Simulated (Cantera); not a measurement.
A closed system holds: 1 mol Cu, 1.7 mol F2, 33 mol N2, held at 825 K and 22.0 Pa.

These are equilibrium values from Cantera (NASA tables, ideal gas, pure condensed phases), not measurements of a reactor. Candidate condensed phases: Cu, CuF2; 11 gas species. Kinetics and transport are ignored.

Base state: N2 0.961, F 0.0367, F2 0.00203, CuF2 7.98e-5 (mole fractions); condensed: CuF2(s).

Problem. What changes in the equilibrium state with this change: temperature from 825 K to 1075 K?

Solution. 
```json
[
 {"species": "N2", "before": "0.961", "after": "0.932"},
 {"species": "F", "before": "0.0367", "after": "0.0395"},
 {"species": "CuF2", "before": "7.98e-5", "after": "0.0282"},
 {"species": "F2", "before": "0.00203", "after": "8.94e-6"},
 {"species": "CuF2(s), mol", "before": "0.997", "after": "0"}
]
```

Problem. What changes in the equilibrium state with this change: temperature from 825 K to 623.15 K?

Solution. 
| species | before | after |
|---|---|---|
| N2 | 0.961 | 0.979 |
| F2 | 0.00203 | 0.0161 |
| NF3 | 2.21e-7 | 0.00243 |
| F | 0.0367 | 0.00220 |
| CuF2 | 7.98e-5 | <1e-9 |
| CuF2(s), mol | 0.997 | 1.00 |
